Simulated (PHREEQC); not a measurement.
1 kg of water holding 0.02 mol/kgw KCl and 0.055 mol/kgw KHCO3 is evaporated at 5 °C; the solids stay in contact with the brine. No CO2 enters from the air. Only these solids could form: Kalicinite, Sylvite.

Computed with PHREEQC (Pitzer model, pitzer.dat).

| water left (kg) | ionic strength | water activity | C in solution (mol/kgw) | K in solution (mol/kgw) | Cl in solution (mol/kgw) | pH |
|---|---|---|---|---|---|---|
| 1 | 0.0756 | 0.997 | 0.0550 | 0.0750 | 0.0200 | 8.33 |
| 0.8219 | 0.0920 | 0.997 | 0.0669 | 0.0913 | 0.0243 | 8.31 |
| 0.6755 | 0.112 | 0.996 | 0.0814 | 0.111 | 0.0296 | 8.29 |
| 0.5552 | 0.136 | 0.996 | 0.0991 | 0.135 | 0.0360 | 8.28 |
| 0.375 | 0.202 | 0.993 | 0.147 | 0.200 | 0.0533 | 8.24 |
| 0.3082 | 0.246 | 0.992 | 0.178 | 0.243 | 0.0649 | 8.22 |
| 0.2533 | 0.299 | 0.990 | 0.217 | 0.296 | 0.0789 | 8.20 |
| 0.2082 | 0.364 | 0.988 | 0.264 | 0.360 | 0.0961 | 8.18 |
| 0.1711 | 0.443 | 0.986 | 0.321 | 0.438 | 0.117 | 8.16 |
| 0.1407 | 0.539 | 0.983 | 0.391 | 0.533 | 0.142 | 8.13 |
| 0.1156 | 0.655 | 0.980 | 0.476 | 0.649 | 0.173 | 8.11 |
| 0.07809 | 0.971 | 0.970 | 0.704 | 0.960 | 0.256 | 8.05 |
| 0.06418 | 1.18 | 0.964 | 0.857 | 1.17 | 0.312 | 8.02 |
| 0.05276 | 1.44 | 0.957 | 1.04 | 1.42 | 0.379 | 7.99 |
| 0.04335 | 1.75 | 0.948 | 1.27 | 1.73 | 0.461 | 7.96 |
| 0.03564 | 2.13 | 0.938 | 1.54 | 2.10 | 0.561 | 7.92 |
| 0.0293 | 2.59 | 0.926 | 1.88 | 2.56 | 0.683 | 7.88 |
| 0.02408 | 3.15 | 0.912 | 2.28 | 3.12 | 0.831 | 7.84 |
| 0.01627 | 4.65 | 0.880 | 3.38 | 4.61 | 1.23 | 7.76 |
| 0.01337 | 5.66 | 0.863 | 4.11 | 5.61 | 1.50 | 7.73 |
| 0.01099 | 6.87 | 0.849 | 5.00 | 6.82 | 1.82 | 7.69 |
| 0.009025 | 8.35 | 0.845 | 6.09 | 8.31 | 2.22 | 7.67 |

At this temperature some constants are extrapolated from 25 °C, and those without enthalpy data are left unchanged.
